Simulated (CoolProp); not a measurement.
Saturation properties of ammonia.

Computed with CoolProp (reference Helmholtz-energy equation of state, Gao 2020).

| T (K) | p (MPa) | liquid density (kg/m³) | enthalpy of vaporisation (kJ/kg) | liquid cp (kJ/(kg K)) |
|---|---|---|---|---|
| 256.2 | 0.2172 | 661.1 | 1319 | 4.530 |
| 263.9 | … | 651.0 | 1294 | 4.564 |
| 271.5 | 0.4034 | 640.9 | 1268 | 4.601 |
| 279.2 | 0.5353 | 630.3 | 1240 | 4.644 |
| 286.9 | 0.6984 | 619.5 | 1211 | 4.693 |
| 294.5 | 0.8947 | 608.4 | … | 4.750 |
| 302.2 | 1.134 | 596.8 | 1149 | 4.817 |
| 309.9 | … | 584.8 | 1115 | 4.896 |
| 317.5 | … | 572.5 | 1079 | 4.988 |

Question: Fill in the missing entries.

Answer: 
- 263.9, p (MPa): 0.2996
- 294.5, enthalpy of vaporisation (kJ/kg): 1181
- 309.9, p (MPa): 1.419
- 317.5, p (MPa): 1.751

It boils at 239.8 K under 1 atm.
